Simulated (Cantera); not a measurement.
A perfectly stirred reactor is fed with H₂ : O₂ = 0.13 : 1 (molar parts), equivalence ratio 0.065, at 2670 Pa; it is held at 950 K, and followed from long to short residence time.

Detailed kinetics in Cantera: the H2/O2 subset of GRI-Mech 3.0, which has no nitrogen chemistry. Radical loss at walls, strong at low pressure, is not modelled. The temperature is held fixed by assumption; the heat of reaction is taken as removed at once.

Question: Predict: x(H₂) at τ = 1.20 s; x(O₂) at τ = 1.20 s; x(H₂O₂) at τ = 1.20 s; x(HO₂) at τ = 1.20 s; x(H) at τ = 1.20 s; x(H₂) at τ = 73.0 ms; x(O₂) at τ = 73.0 ms; x(H₂O₂) at τ = 73.0 ms; x(HO₂) at τ = 73.0 ms; x(H) at τ = 73.0 ms.

Answer: 
```json
{
 "x(H₂) at τ = 1.20 s": "0.001000",
 "x(O₂) at τ = 1.20 s": "0.877",
 "x(H₂O₂) at τ = 1.20 s": "4.04e-7",
 "x(HO₂) at τ = 1.20 s": "9.12e-6",
 "x(H) at τ = 1.20 s": "4.49e-5",
 "x(H₂) at τ = 73.0 ms": "0.00466",
 "x(O₂) at τ = 73.0 ms": "0.876",
 "x(H₂O₂) at τ = 73.0 ms": "7.07e-7",
 "x(HO₂) at τ = 73.0 ms": "1.98e-5",
 "x(H) at τ = 73.0 ms": "0.000712"
}
```
